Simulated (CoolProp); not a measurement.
Sulfur hexafluoride at 285.38 K and 1.16 MPa flows at 0.076 m/s in a round tube of 1 mm bore and 45 µm roughness, fully developed (64/Re and Nu = 3.66 if laminar; Colebrook and Gnielinski if turbulent). Each further row changes one setting.

Computed with CoolProp (reference Helmholtz-energy equation of state, Guder 2009).

```csv
case,Reynolds number,Darcy friction factor,pressure drop (Pa/m),heat-transfer coefficient (W/(m² K)),mass flow (kg/h)
as stated,435,0.147,36.7,47.2,0.0186
velocity 0.152 m/s,870,0.0735,73.4,47.2,0.0371
diameter 2 mm,870,0.0735,9.17,23.6,0.0742
```

Viscosity comes from a separate model (Quiñones-Cisneros 2012). Thermal conductivity comes from a separate model (Assael 2012).
